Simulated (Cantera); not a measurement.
Input (Python, Cantera) and output of one run.

```python
import numpy as np
import cantera as ct

gas_names = """
    H LiCL HCL
""".split()
cond_names = """
    Li(cr) Li(L)
""".split()


# ... load() reads the species with a 1 bar reference pressure and builds the phases ...
species = {s.name: s for s in load("nasa_gas.yaml", gas_names) + load("nasa_condensed.yaml", cond_names)}
# Each term lists the table entries of one substance; the one whose range holds T is used.
reactions = {
    'H(g) + LiCl(g) = Li + HCl(g)':
        [(-1, ['H']), (-1, ['LiCL']), (1, ['Li(cr)', 'Li(L)']), (1, ['HCL'])],
}


def pick(names, T):
    return next(species[n] for n in names if species[n].thermo.min_temp <= T <= species[n].thermo.max_temp)


results = []
for label, terms in reactions.items():
    print(label)
    print("     T/K   dH/kJ  dS/(J/K)   dG/kJ   log10 K")
    for T in [300, 1225, 1325, 1425, 1525, 1625, 1725]:
        used = [(nu, pick(names, T)) for nu, names in terms]
        dH = sum(nu * s.thermo.h(T) for nu, s in used) / 1e6
        dS = sum(nu * s.thermo.s(T) for nu, s in used) / 1e3
        dG = dH - T * dS / 1e3
        logK = -dG * 1e6 / (ct.gas_constant * T * np.log(10))
        results.append((label, T, dH, dS, dG, logK, [s.name for _, s in used]))
        print(f"{T:8g} {dH:8.1f} {dS:8.1f} {dG:8.1f} {logK:8.2f}")
```

Result:

```
H(g) + LiCl(g) = Li + HCl(g)
     T/K   dH/kJ  dS/(J/K)   dG/kJ   log10 K
     300   -114.6   -111.6    -81.1    14.12
    1225   -109.7   -102.4     15.8    -0.67
    1325   -109.4   -102.2     26.0    -1.02
    1425   -109.0   -101.9     36.2    -1.33
    1525   -108.5   -101.6     46.4    -1.59
    1625   -108.0   -101.3     56.5    -1.82
    1725   -107.5   -100.9     66.6    -2.02
```

Cantera with NASA thermochemical tables; ideal gases at 1 bar, condensed phases pure. Condensed species are held in their standard states even where they would react or evaporate.
